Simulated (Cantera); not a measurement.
Charge: 1 mol Si, 2.6 mol Cl2, 4.4 mol H2, at 525 K and 0.133 bar.

These are equilibrium values from Cantera (NASA tables, ideal gas, pure condensed phases), not measurements of a reactor. Candidate condensed phases: Si; 19 gas species. Equilibrium is a limit: real reactors are often held back by kinetics, nucleation or transport.

Base state: H2 0.633, HCl 0.200, SiCl4 0.167 (mole fractions); condensed: gas only.

Q: What changes in the equilibrium state with this change: Cl2 from 2.6 to 0.86 mol?

A: 
```json
[
 {"species": "H2", "before": "0.633", "after": "0.902"},
 {"species": "SiCl4", "before": "0.167", "after": "0.0665"},
 {"species": "SiHCl3", "before": "1.90e-6", "after": "0.0307"},
 {"species": "HCl", "before": "0.200", "after": "7.06e-6"},
 {"species": "SiH2Cl2", "before": "<1e-9", "after": "0.000540"},
 {"species": "Si(s), mol", "before": "0", "after": "0.532"}
]
```

Q: What changes in the equilibrium state with this change: Si replaced by SiCl4?

A: 
```tsv
species	before	after
HCl	0.200	0.650
H2	0.633	0.225
SiCl4	0.167	0.125
```
